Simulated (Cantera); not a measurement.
## Ignition delay

Mixture: CH3OH : O2 : N2 : H2O : H2 = 1 : 3 : 10.2 : 4.1 : 0.55 (molar parts), equivalence ratio 0.59, at 0.550 bar, adiabatic and at constant volume. Ignition delay is the time to a rise of 400 K.

Detailed kinetics in Cantera: GRI-Mech 3.0 (53 species, 325 reactions). GRI-Mech 3.0 was tuned for natural gas; its chemistry of methanol as a main component is partial and can be far from experiment.

| T0 (K) | delay (ms) |
|---|---|
| 1075 | 75.4 |
| 1175 | 13.9 |
| 1275 | 3.17 |
| 1375 | 0.887 |
| 1475 | 0.302 |
| 1575 | 0.126 |
| 1675 | 0.0651 |

```yaml
apparent activation energy between 1475 and 1675 K: 160 kJ/mol
```
